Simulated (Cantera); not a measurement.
A Cantera script and its output.

```python
import numpy as np
import cantera as ct

gas = ct.Solution("gri30.yaml", transport_model="multicomponent")
show = ['O', 'N2', 'H2O']

rows = []
print(f"{'T/K':>7s}{'rho':>11s}{'cp':>10s}{'mu':>11s}{'lambda':>11s}{'Pr':>7s}" + "".join(f"{'D_' + s:>11s}" for s in show))
for T in [400, 600, 800, 1000, 1200, 1400, 1600, 1800, 2000]:
    gas.TPX = T, 220, {'NO': 0.83, 'H2O': 0.87}
    Pr = gas.cp_mass * gas.viscosity / gas.thermal_conductivity
    D = [gas.mix_diff_coeffs_mole[gas.species_index(s)] for s in show]
    rows.append([gas.density, gas.cp_mass, gas.viscosity, gas.thermal_conductivity, Pr, *D])
    print(f"{T:7g}{gas.density:11.4e}{gas.cp_mass:10.1f}{gas.viscosity:11.4e}"
          f"{gas.thermal_conductivity:11.4e}{Pr:7.3f}" + "".join(f"{d:11.4e}" for d in D))
print("SI units: kg/m3, J/kg/K, Pa s, W/m/K, m2/s")
```

Result:

```
    T/K        rho        cp         mu     lambda     Pr        D_O       D_N2      D_H2O
    400 1.5790e-03    1347.6 1.8556e-05 3.6741e-02  0.681 2.6826e-02 1.6850e-02 1.8004e-02
    600 1.0526e-03    1417.6 2.6325e-05 5.5834e-02  0.668 5.4587e-02 3.4641e-02 3.8260e-02
    800 7.8948e-04    1500.8 3.3471e-05 7.5452e-02  0.666 8.9354e-02 5.7008e-02 6.4064e-02
   1000 6.3158e-04    1580.6 4.0112e-05 9.5227e-02  0.666 1.3037e-01 8.3434e-02 9.4706e-02
   1200 5.2632e-04    1652.2 4.6340e-05 1.1491e-01  0.666 1.7712e-01 1.1357e-01 1.2972e-01
   1400 4.5113e-04    1715.7 5.2221e-05 1.3431e-01  0.667 2.2924e-01 1.4718e-01 1.6878e-01
   1600 3.9474e-04    1771.3 5.7803e-05 1.5333e-01  0.668 2.8644e-01 1.8406e-01 2.1165e-01
   1800 3.5088e-04    1819.5 6.3126e-05 1.7186e-01  0.668 3.4849e-01 2.2407e-01 2.5813e-01
   2000 3.1579e-04    1860.8 6.8217e-05 1.8981e-01  0.669 4.1519e-01 2.6708e-01 3.0810e-01
SI units: kg/m3, J/kg/K, Pa s, W/m/K, m2/s
```

Computed with Cantera and GRI-Mech 3.0 (53 species, 325 reactions). Polar gases are described roughly by these parameters. The composition is frozen, though it would react at the higher temperatures.
